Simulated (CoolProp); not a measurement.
Values from CoolProp's reference Helmholtz-energy equation of state, Penoncello 2003.

Question: For CHF3 (R23), give the phase and the density (kg/m³), cp (kJ/(kg K)), cv (kJ/(kg K)), isothermal compressibility (1/MPa) at 415.2 K and 4.21 MPa.

Answer: 
- 415.2 K and 4.21 MPa: gas; density 94.3, cp 1.01, cv 0.799, isothermal compressibility 0.262
